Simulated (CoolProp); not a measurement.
A single-stage vapour-compression cycle with the fluid: evaporating at 198.15 K (dew point), condensing at 235.15 K (bubble point), superheat 10 K, subcooling 8 K, compressor efficiency 0.7, no pressure losses. The same conditions are run with several fluids, on thermodynamics alone (safety and materials aside).

Model: reference Helmholtz-energy equation of state of each fluid (fluoroethane (R161): Wu 2012; R143a: Lemmon and Jacobsen 2000; chlorine: Thol 2021; R22: Kamei 1995; ethane: Bücker 2006; ethylene: Smukala 2000), in CoolProp.

```
fluid                cooling COP  pressure ratio  discharge temperature (K)  refrigerating effect (kJ/kg)  volumetric capacity (kJ/m³)
-------------------  -----------  --------------  -------------------------  ----------------------------  ---------------------------
fluoroethane (R161)         3.30            8.02                      320.0                           417                          144
R143a                       3.37            7.03                      287.8                           215                          232
chlorine                    3.06            7.82                      404.3                           286                          127
R22                         3.28            7.84                      323.5                           228                          169
ethane                      3.25            4.16                      294.2                           410                         1490
ethylene                    3.09            3.65                      302.3                           374                         2770
```
